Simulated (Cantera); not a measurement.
Input (Python, Cantera):

```python
import numpy as np
import cantera as ct

gas = ct.Solution("gri30.yaml")
gas.TPX = 1175, 26000, {'H2': 1.7, 'O2': 1, 'N2': 15}
reactor = ct.IdealGasConstPressureReactor(gas, energy="off", clone=False)
net = ct.ReactorNet([reactor])
net.rtol, net.atol = 1e-08, 1e-18
show = ['H2', 'O2', 'N2O', 'NO', 'O', 'H2O', 'HO2']
times = np.geomspace(3e-06, 8, 10)

steps = ct.SolutionArray(gas, extra=["t"])
rows = []
print(f"{'t/s':>10s}{'T/K':>9s}{'P/Pa':>11s}" + "".join(f"{s:>11s}" for s in show))
for t in times:
    while net.time < t:
        t_next = net.step()
        steps.append(gas.state, t=t_next)
    rows.append([np.interp(t, steps.t, y) for y in (steps.T, steps.P, *steps(*show).X.T)])
    print(f"{t:10.3e}{rows[-1][0]:9.1f}{rows[-1][1]:11.4g}" + "".join(f"{x:11.3e}" for x in rows[-1][2:]))
rate = np.gradient(steps.T, steps.t)
print("integrator steps:", len(steps.t))
if steps.T.max() > steps.T[0] + 200:
    print(f"time of steepest temperature rise: {steps.t[rate.argmax()]:.4e} s")
gas.TPX = 1175, 26000, {'H2': 1.7, 'O2': 1, 'N2': 15}
gas.equilibrate("TP")
print(f"equilibrium (TP): T = {gas.T:.1f} K  " + "  ".join(f"{s} {gas[s].X[0]:.3e}" for s in show))
```

Result:

```
       t/s      T/K       P/Pa         H2         O2        N2O         NO          O        H2O        HO2
 3.000e-06   1175.0    2.6e+04  9.605e-02  5.650e-02  3.048e-18  1.335e-23  5.511e-12  2.632e-12  1.803e-10
 1.553e-05   1175.0    2.6e+04  9.605e-02  5.650e-02  3.951e-17  1.642e-21  9.971e-11  1.937e-10  9.426e-10
 8.037e-05   1175.0    2.6e+04  9.605e-02  5.650e-02  2.010e-15  2.555e-19  2.683e-09  1.781e-08  5.578e-09
 4.160e-04   1175.0    2.6e+04  9.335e-02  5.539e-02  1.662e-10  2.653e-10  2.150e-04  1.880e-03  6.391e-06
 2.153e-03   1175.0    2.6e+04  5.126e-03  1.211e-02  1.902e-08  7.661e-06  1.164e-03  9.145e-02  2.696e-06
 1.115e-02   1175.0    2.6e+04  4.551e-04  9.063e-03  3.520e-08  8.166e-06  6.727e-05  1.002e-01  1.524e-06
 5.769e-02   1175.0    2.6e+04  1.736e-05  8.895e-03  4.770e-08  8.142e-06  2.470e-06  1.008e-01  1.967e-07
 2.986e-01   1175.0    2.6e+04  1.056e-06  8.896e-03  5.105e-08  8.138e-06  1.770e-07  1.009e-01  1.478e-08
 1.546e+00   1175.0    2.6e+04  1.295e-07  8.897e-03  4.864e-08  8.158e-06  2.371e-08  1.009e-01  2.054e-09
 8.000e+00   1175.0    2.6e+04  2.661e-08  8.898e-03  3.167e-08  8.162e-06  4.858e-09  1.009e-01  7.365e-10
integrator steps: 1982
equilibrium (TP): T = 1175.0 K  H2 1.579e-08  O2 8.884e-03  N2O 1.365e-09  NO 3.537e-05  O 2.717e-09  H2O 1.009e-01  HO2 6.754e-10
```

Cantera simulation using GRI-Mech 3.0 (53 species, 325 reactions); the numbers are that mechanism's predictions, not measurements. The temperature is held fixed by assumption; the heat of reaction is taken as removed at once.
